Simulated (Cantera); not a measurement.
Feed: 1 mol CF4, at 13.3 mbar.

Equilibrium computed with Cantera from the NASA thermochemical tables; the gas is ideal and each condensed phase is pure. Candidate condensed phases: C; 13 gas species. Gases not in the tables: C2F6 and larger saturated fluorocarbons. Kinetics and transport are ignored.

Question: Which condensed phases are stable at each of these points (T (K)): 2275, 2375, 2475, 2575, 2675, 2775, 2875?

Answer: 
```
T (K)  condensed phases  C condensed (%)
-----  ----------------  ---------------
2275           gas only              0.0
2375           gas only              0.0
2475           gas only              0.0
2575           gas only              0.0
2675        C(graphite)              7.9
2775        C(graphite)             23.1
2875        C(graphite)             28.8
```

From 2275 K to 2575 K nothing is condensed. From 2675 K to 2875 K the condensed part is C(graphite).
